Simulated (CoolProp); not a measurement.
Computed with CoolProp (reference Helmholtz-energy equation of state, Lemmon 2009).

Question: For propane, give the phase and the cp (kJ/(kg K)), isothermal compressibility (1/MPa), conductivity (mW/(m K)), Prandtl number at 309.6 K and 3.19 MPa; 309.6 K and 5.58 MPa.

Answer: 
- 309.6 K and 3.19 MPa: liquid; cp 2.78, isothermal compressibility 0.00721, conductivity 91.0, Prandtl number 2.75
- 309.6 K and 5.58 MPa: liquid; cp 2.70, isothermal compressibility 0.00608, conductivity 93.6, Prandtl number 2.74

Viscosity comes from a separate model (Vogel 1998). Thermal conductivity comes from a separate model (Marsh 2002).
